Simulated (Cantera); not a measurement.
Input (Python, Cantera):

```python
import numpy as np
import cantera as ct

gas = ct.Solution("gri30.yaml")
gas.TPX = 1625, 77000, {'CH4': 1, 'H2': 0.14, 'O2': 1.88, 'N2': 7.08}
reactor = ct.IdealGasConstPressureReactor(gas, energy="on", clone=False)
net = ct.ReactorNet([reactor])
net.rtol, net.atol = 1e-08, 1e-16
show = ['CH4', 'H2', 'O2', 'C2H2', 'H', 'NO', 'HCO']
times = np.geomspace(1e-06, 0.8, 16)

steps = ct.SolutionArray(gas, extra=["t"])
rows = []
print(f"{'t/s':>10s}{'T/K':>9s}{'P/Pa':>11s}" + "".join(f"{s:>11s}" for s in show))
for t in times:
    while net.time < t:
        t_next = net.step()
        steps.append(gas.state, t=t_next)
    rows.append([np.interp(t, steps.t, y) for y in (steps.T, steps.P, *steps(*show).X.T)])
    print(f"{t:10.3e}{rows[-1][0]:9.1f}{rows[-1][1]:11.4g}" + "".join(f"{x:11.3e}" for x in rows[-1][2:]))
rate = np.gradient(steps.T, steps.t)
print("integrator steps:", len(steps.t))
if steps.T.max() > steps.T[0] + 200:
    print(f"time of steepest temperature rise: {steps.t[rate.argmax()]:.4e} s")
gas.TPX = 1625, 77000, {'CH4': 1, 'H2': 0.14, 'O2': 1.88, 'N2': 7.08}
gas.equilibrate("HP")
print(f"equilibrium (HP): T = {gas.T:.1f} K  " + "  ".join(f"{s} {gas[s].X[0]:.3e}" for s in show))
```

Output:

```
       t/s      T/K       P/Pa        CH4         H2         O2       C2H2          H         NO        HCO
 1.000e-06   1625.0    7.7e+04  9.901e-02  1.386e-02  1.861e-01  1.150e-18  9.989e-08  6.490e-16  5.695e-14
 2.475e-06   1625.0    7.7e+04  9.901e-02  1.386e-02  1.861e-01  1.241e-16  1.187e-07  3.766e-15  4.951e-13
 6.125e-06   1625.0    7.7e+04  9.900e-02  1.386e-02  1.861e-01  1.097e-14  1.469e-07  1.486e-14  3.992e-12
 1.516e-05   1624.9    7.7e+04  9.899e-02  1.386e-02  1.861e-01  7.436e-13  2.291e-07  5.746e-14  3.415e-11
 3.751e-05   1624.9    7.7e+04  9.894e-02  1.386e-02  1.861e-01  5.254e-11  5.359e-07  2.889e-13  4.150e-10
 9.283e-05   1625.1    7.7e+04  9.859e-02  1.385e-02  1.859e-01  7.046e-09  2.373e-06  2.422e-12  1.227e-08
 2.297e-04   1648.8    7.7e+04  9.129e-02  1.500e-02  1.813e-01  6.982e-06  3.472e-05  1.031e-10  1.858e-06
 5.686e-04   2724.8    7.7e+04  2.756e-15  3.015e-02  1.808e-02  4.245e-18  1.833e-02  9.207e-04  6.516e-08
 1.407e-03   2783.4    7.7e+04  4.825e-15  2.880e-02  1.555e-02  8.402e-18  1.508e-02  4.281e-03  5.970e-08
 3.482e-03   2778.4    7.7e+04  5.160e-15  2.920e-02  1.448e-02  8.845e-18  1.487e-02  7.752e-03  5.967e-08
 8.618e-03   2777.2    7.7e+04  5.235e-15  2.930e-02  1.425e-02  8.940e-18  1.483e-02  8.505e-03  5.966e-08
 2.133e-02   2777.2    7.7e+04  5.236e-15  2.930e-02  1.425e-02  8.941e-18  1.483e-02  8.513e-03  5.966e-08
 5.278e-02   2777.2    7.7e+04  5.236e-15  2.930e-02  1.425e-02  8.941e-18  1.483e-02  8.513e-03  5.966e-08
 1.306e-01   2777.2    7.7e+04  5.236e-15  2.930e-02  1.425e-02  8.941e-18  1.483e-02  8.513e-03  5.966e-08
 3.233e-01   2777.2    7.7e+04  5.236e-15  2.930e-02  1.425e-02  8.941e-18  1.483e-02  8.513e-03  5.966e-08
 8.000e-01   2777.2    7.7e+04  5.236e-15  2.930e-02  1.425e-02  8.941e-18  1.483e-02  8.513e-03  5.966e-08
integrator steps: 1731
time of steepest temperature rise: 3.2187e-04 s
equilibrium (HP): T = 2777.2 K  CH4 6.796e-15  H2 2.930e-02  O2 1.425e-02  C2H2 9.472e-18  H 1.483e-02  NO 8.513e-03  HCO 5.966e-08
```

Cantera simulation using GRI-Mech 3.0 (53 species, 325 reactions); the numbers are that mechanism's predictions, not measurements.
